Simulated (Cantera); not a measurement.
A Cantera script and what it prints.

```python
import numpy as np
import cantera as ct

gas_names = """
    H HO2 H2 H2O H2O2 O OH O2 O3 Ti TiO TiO2
""".split()
cond_names = """
    H2O(s) H2O(L) Ti(a) Ti(b) Ti(L) TiO(a) TiO(b) TiO(L) TiO2(ru) TiO2(L) Ti2O3(a) Ti2O3(b) Ti2O3(L)
    Ti3O5(a) Ti3O5(b) Ti3O5(L) Ti4O7(s) Ti4O7(L)
""".split()


# ... load() reads the species with a 1 bar reference pressure and builds the phases ...
atoms = {
    'Ti': {'Ti': 1},
    'H2O': {'H': 2, 'O': 1},
    'H2': {'H': 2},
}
top_T = {}  # K; cautious upper limits of use, not melting points


# ... equilibrate(T, P, feed) seeds the gas with the atoms and calls Mixture.equilibrate('TP', solver="vcs", rtol=1e-11, max_steps=5000) ...
results = []
T = 1698  # K
P = 57000  # Pa
for m in [0.47, 0.98, 1.5, 2, 2.5, 3, 3.6]:
    feed = {'Ti': 1, 'H2O': m, 'H2': 19}  # mol
    mix = equilibrate(T, P, feed)
    results.append((T, P, feed, dict(zip(mix.species_names, mix.species_moles))))

top = {s: max(r[3][s] / sum(r[3][g] for g in gas_names) for r in results) for s in gas_names}
cols = sorted((s for s in top if top[s] > 0.0001), key=lambda s: -top[s])[:5]
seen = [c for c in cond_names if any(r[3].get(c, 0) > 1e-12 for r in results)]
print("log10 of partial pressures in bar; condensed amounts in mol")
print(f"{'n(H2O)':>10s}" + "".join(f"{s[:9]:>10s}" for s in cols + seen))
for T, P, feed, n in results:
    ng = sum(n[g] for g in gas_names)
    print(f"{feed['H2O']:10.4g}" + "".join(f"{np.log10(max(n[s] / ng * P / 1e5, 1e-99)):10.3f}" for s in cols)
          + "".join(f"{n.get(c, 0):10.4g}" for c in seen))
```

Result:

```
log10 of partial pressures in bar; condensed amounts in mol
    n(H2O)        H2       H2O         H     Ti(b)    TiO(b)  TiO2(ru)  Ti2O3(b)  Ti3O5(b)  Ti4O7(s)
      0.47    -0.244    -7.355    -3.962      0.53      0.47         0         0         0         0
      0.98    -0.244    -7.355    -3.962      0.02      0.98         0         0         0         0
       1.5    -0.244    -4.610    -3.962         0  0.001765         0    0.4991         0         0
         2    -0.251    -2.044    -3.965         0         0         0         0    0.3333         0
       2.5    -0.260    -1.702    -3.970         0         0         0         0         0      0.25
         3    -0.269    -1.500    -3.974         0         0    0.1228         0         0    0.2193
       3.6    -0.276    -1.394    -3.978         0         0         1         0         0         0
```

Cantera equilibrium calculation (NASA polynomials, part measured and part estimated; ideal gas, pure solids and liquids). Mutual solubility and eutectic melting of coexisting phases are not modelled. TiO: taken at fixed stoichiometry. Condensed phases not in the tables: Magnéli phases beyond Ti4O7, N, O or C dissolved in the metal. Gases not in the tables: TiO(OH)2.
